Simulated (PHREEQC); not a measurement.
Make-up at 90 °C: 0.0099 mol CdSO4, 0.00059 mol KCl and 0.24 mol FeSO4 per kg of water. Closed to the air; pH follows from the charge balance.

Computed with PHREEQC (ion-association model, wateq4f.dat).

```json
{
  "pH": "5.27",
  "ionic_strength": "0.364 mol/kgw",
  "activity_of_water": "0.994"
}
```

```csv
species,molality,activity,log γ
FeSO4,0.152,0.165,0.036
SO4-2,0.0880,0.0171,-0.711
Fe+2,0.0879,0.0205,-0.633
CdSO4,0.00430,0.00468,0.036
Cd+2,0.00289,0.000684,-0.625
Cd(SO4)2-2,0.00267,0.000633,-0.625
Cl-,0.000538,0.000339,-0.200
K+,0.000460,0.000290,-0.200
KSO4-,0.000130,8.85e-5,-0.167
FeOH+,9.73e-5,6.51e-5,-0.174
HSO4-,7.40e-5,4.85e-5,-0.183
CdCl+,3.80e-5,2.65e-5,-0.156
FeHSO4+,1.71e-5,1.20e-5,-0.156
FeCl+,1.43e-5,9.59e-6,-0.174
H+,7.09e-6,5.33e-6,-0.124
CdOH+,7.96e-7,5.56e-7,-0.156
```

This is a speciation only: nothing precipitates in the calculation. At this temperature some constants are extrapolated from 25 °C, and those without enthalpy data are left unchanged.
